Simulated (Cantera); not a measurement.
An isothermal, constant-pressure homogeneous reactor starts with CH₄ : H₂ : H = 0.014 : 1 : 0.036 (molar parts), at 2575 K and 12.0 Torr.

Detailed kinetics in Cantera: GRI-Mech 3.0 (53 species, 325 reactions). GRI-Mech 3.0 stops at C3 and has no aromatics, soot or wall deposition, so with more carbon than oxygen in the feed, carbon stays in small species such as C2H2 where larger ones or solid carbon would form. Radical loss at walls, strong at low pressure, is not modelled.

One state of this run: x CH₄ = 9.45e-7; x H₂ = 0.762; x H = 0.232; x CH₂ = 2.55e-6; x C₂H = 0.000146; x C₂H₂ = 0.00575. x: mole fraction; the columns are a selection and need not sum to one.

Question: Which value of t (s) does it belong to?
A. 8.29e-6
B. 0.724
C. 0.000143
D. 0.0421

Answer: B, 0.724
